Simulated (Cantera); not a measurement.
Feed: 1 mol SiHCl3, 0.01 mol Cl2, 94 mol H2, equilibrated at 56.0 mbar.

These are equilibrium values from Cantera (NASA tables, ideal gas, pure condensed phases), not measurements of a reactor. Candidate condensed phases: Si; 19 gas species. Gases not in the tables: Si2H6 and higher silanes. Kinetics and transport are ignored.

**Question.** What share of the Si ends up in condensed phases as a function of T (K), at 1048, 1098, 1148, 1198, 1248, 1298, 1348, 1398, 1448, 1498, 1548, 1598, 1648, 1698?

**Answer.** 
```csv
T (K),Si condensed (%),as
1048,51.7,Si(s)
1098,61.6,Si(s)
1148,69.7,Si(s)
1198,74.9,Si(s)
1248,77.5,Si(s)
1298,78.3,Si(s)
1348,78.3,Si(s)
1398,78.0,Si(s)
1448,77.5,Si(s)
1498,77.0,Si(s)
1548,76.4,Si(s)
1598,75.9,Si(s)
1648,75.3,Si(s)
1698,74.9,Si(l)
```
